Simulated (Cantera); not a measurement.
## Counterflow diffusion flame

A counterflow diffusion flame at 1050 Torr, nozzles 20 mm apart: fuel side 64.9 % CH₄, 35.1 % C₂H₆ at 350 K, oxidiser side 21.0 % O₂, 79.0 % N₂ at 400 K, fuel mass flux 0.86 times the oxidiser's; mixture-averaged transport, no radiation.

Model: GRI-Mech 3.0 (53 species, 325 reactions), integrated in Cantera. GRI-Mech 3.0 has no aromatics or soot, which form on the fuel side of real flames. The maximum strain rate includes the flame's own expansion and is several times the mean.

```csv
oxidiser flux (kg/m²/s),max strain (1/s),mean strain (1/s),T max (K),peak x OH,peak x H,peak x NO,peak x CO,peak x C₂H₂
0.35,170,29.3,2102,0.00695,0.00316,0.000255,0.0509,0.0245
0.52,243,43.6,2084,0.00701,0.00340,0.000235,0.0505,0.0229
0.76,344,63.7,2066,0.00704,0.00364,0.000215,0.0504,0.0214
1.1,484,92.2,2049,0.00704,0.00388,0.000192,0.0506,0.0200
1.7,722,142,2023,0.00690,0.00412,0.000160,0.0509,0.0181
2.5,1030,210,1996,0.00665,0.00426,0.000128,0.0515,0.0161
3.7,1470,310,1962,0.00622,0.00429,9.29e-5,0.0523,0.0139
5.4,2070,453,1919,0.00555,0.00411,5.84e-5,0.0537,0.0112
8,2930,670,1832,0.00409,0.00326,2.05e-5,0.0554,0.00669
```
x: mole fraction; the columns are a selection and need not sum to one.
